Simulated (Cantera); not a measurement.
## Hydrocarbon pyrolysis for carbon deposition

An isothermal, constant-pressure homogeneous reactor starts with 0.901 % C₂H₆, 99.1 % N₂, at 1773 K and 1.09 atm.

Model: GRI-Mech 3.0 (53 species, 325 reactions), integrated in Cantera. GRI-Mech 3.0 stops at C3 and has no aromatics, soot or wall deposition, so with more carbon than oxygen in the feed, carbon stays in small species such as C2H2 where larger ones or solid carbon would form.

| t (s) | x C₂H₆ | x CH₄ | x H | x CH₂ | x HCN | x H₂ | x C₂H |
|---|---|---|---|---|---|---|---|
| 3.00e-5 | 0.00219 | 0.00111 | 0.000318 | 1.93e-5 | 6.69e-6 | 0.00507 | 4.23e-7 |
| 0.000102 | 0.000107 | 0.00200 | 0.000197 | 6.11e-6 | 1.51e-5 | 0.0110 | 6.48e-7 |
| 0.000344 | 8.07e-6 | 0.00202 | 6.73e-5 | 8.21e-7 | 1.69e-5 | 0.0136 | 2.66e-7 |
| 0.00116 | 1.85e-6 | 0.00194 | 3.42e-5 | 2.07e-7 | 1.72e-5 | 0.0146 | 1.41e-7 |
| 0.00393 | 1.16e-6 | 0.00174 | 3.11e-5 | 1.48e-7 | 1.75e-5 | 0.0150 | 1.28e-7 |
| 0.0133 | 6.20e-7 | 0.00127 | 3.24e-5 | 1.10e-7 | 1.83e-5 | 0.0157 | 1.31e-7 |
| 0.0451 | 1.68e-7 | 0.000660 | 3.42e-5 | 5.93e-8 | 2.00e-5 | 0.0167 | 1.36e-7 |
| 0.152 | 2.39e-8 | 0.000248 | 3.55e-5 | 2.29e-8 | 2.23e-5 | 0.0173 | 1.39e-7 |
| 0.516 | 2.48e-9 | 7.94e-5 | 3.61e-5 | 7.41e-9 | 2.51e-5 | 0.0176 | 1.41e-7 |
| 1.75 | 3.02e-10 | 2.67e-5 | 3.63e-5 | 2.50e-9 | 2.82e-5 | 0.0176 | 1.41e-7 |
| 5.91 | 1.26e-10 | 1.61e-5 | 3.63e-5 | 1.51e-9 | 3.31e-5 | 0.0176 | 1.41e-7 |
| 20.0 | 1.21e-10 | 1.57e-5 | 3.63e-5 | 1.47e-9 | 4.89e-5 | 0.0176 | 1.41e-7 |
x: mole fraction; the columns are a selection and need not sum to one.

Equilibrium at this temperature and pressure: C₂H₆ 1.18e-11, CH₄ 4.98e-6, H 3.63e-5, CH₂ 4.67e-10, HCN 0.0162, H₂ 0.0177, C₂H 1.19e-8 (gas phase only).
